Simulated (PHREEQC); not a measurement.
Solution (70 °C): 0.0011 mol/kgw NH4HF2, 0.0017 mol/kgw H2SiF6, 0.03 mol/kgw H3BO3 and 0.0019 mol/kgw HCl. Closed to the air; pH follows from the charge balance.

The numbers come from PHREEQC with the ion-association model, wateq4f.dat.

Each row changes one thing in this solution. Precipitation was switched off in this run.

```csv
case,pH,ionic strength (mol/kgw),H3BO3 (mol/kgw),HF (mol/kgw),BF4- (mol/kgw),BF2(OH)2- (mol/kgw),SI of Chalcedony (SiO2)
as made,2.47,0.00472,0.0276,0.00383,0.00146,0.000619,+0.33
diluted 5-fold with water,3.09,0.00107,0.00586,[?],3.30e-5,8.50e-5,-0.37
HCl left out,2.71,0.00318,0.0274,0.00333,0.00142,0.000794,+0.32
NH4HF2 replaced by Cu(BF4)2 at the same molality,2.42,0.00741,0.0282,0.00454,0.00266,0.000802,+0.32
NH4HF2 replaced by LiF at the same molality,2.50,0.00448,0.0278,0.00363,0.00127,0.000598,+0.33
HCl from 0.0019 to 0.019 mol/kgw,1.76,0.0210,0.0281,0.00552,0.00137,[?],+0.33
temperature from 70 to 40 °C,2.43,[?],0.0273,0.00214,0.00179,0.000454,+0.59
```

Question: Complete the blanks.

Answer: 
- diluted 5-fold with water, HF (mol/kgw): 0.00156
- HCl from 0.0019 to 0.019 mol/kgw, BF2(OH)2- (mol/kgw): 0.000277
- temperature from 70 to 40 °C, ionic strength (mol/kgw): 0.00519

Some of these states are supersaturated (in Quartz (slow to form), Chalcedony (slow to form), for instance). At this temperature some constants are extrapolated from 25 °C, and those without enthalpy data are left unchanged. SiF6-2 is the database's only silicon fluoride. Real BF4- forms and hydrolyses slowly; the run takes it at equilibrium.
